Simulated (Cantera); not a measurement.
**Ammonia decomposition in nitride growth gas**

An isothermal, constant-pressure homogeneous reactor starts with NH3 : H2 : N2 = 1 : 2 : 0.0043 (molar parts), at 2275 K and 0.300 bar.

Computed with Cantera and the gas-phase N/H chemistry of the illustrative SiF4/NH3 mechanism in the Surface Chemkin manual (1991). Walls and surfaces, which speed up NH3 decomposition in real reactors, are not modelled.

```tsv
t (s)	x NH3	x H2	x N2H4	x N2	x N
4.00e-5	0.332	0.665	9.77e-9	0.00144	3.12e-7
9.47e-5	0.330	0.666	4.02e-8	0.00161	2.53e-6
0.000224	0.326	0.668	6.71e-8	0.00310	5.45e-6
0.000532	0.314	0.675	6.54e-8	0.00739	5.66e-6
0.00126	0.289	0.691	5.84e-8	0.0169	5.72e-6
0.00298	0.238	0.723	4.50e-8	0.0359	5.84e-6
0.00706	0.155	0.775	2.52e-8	0.0674	6.07e-6
0.0167	0.0589	0.834	7.00e-9	0.103	6.46e-6
0.0396	0.00449	0.865	2.49e-10	0.124	7.87e-6
0.0939	6.79e-5	0.861	<1e-12	0.125	1.12e-6
0.222	1.54e-5	0.860	<1e-12	0.125	2.56e-7
0.527	5.49e-6	0.860	<1e-12	0.125	9.15e-8
1.25	2.33e-6	0.860	<1e-12	0.125	3.89e-8
2.96	1.32e-6	0.860	<1e-12	0.125	2.21e-8
7.00	1.15e-6	0.860	<1e-12	0.125	1.91e-8
```
x: mole fraction; the columns are a selection and need not sum to one.

Equilibrium at this temperature and pressure: NH3 1.14e-6, H2 0.860, N2H4 <1e-12, N2 0.125, N 1.90e-8 (gas phase only).
